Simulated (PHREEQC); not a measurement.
Consider water at 25 °C with 32 mmol/kgw NaH2PO4, 9.1 mmol/kgw NaOH and 0.045 mmol/kgw H4SiO4. Closed to the air; pH follows from the charge balance.

All values are PHREEQC results (ion-association model, phreeqc.dat), not measurements.

```
quantity                  before   after
------------------------  ------  ------
pH                          6.54    3.32
ionic strength (mol/kgw)  0.0496  0.0415
SI of Quartz (SiO2)        -0.36   -5.29
```

What was changed between the two runs?
(A) NaOH from 0.0091 to 0.00182 mol/kgw
(B) NaH2PO4 from 0.032 to 0.0288 mol/kgw
(C) NaH2PO4 left out
(D) NaOH replaced by NaHF2 at the same molality
(E) NaOH from 0.0091 to 0.00091 mol/kgw

D, NaOH replaced by NaHF2 at the same molality

This is a speciation only: nothing precipitates in the calculation. SiF6-2 is the database's only silicon fluoride.
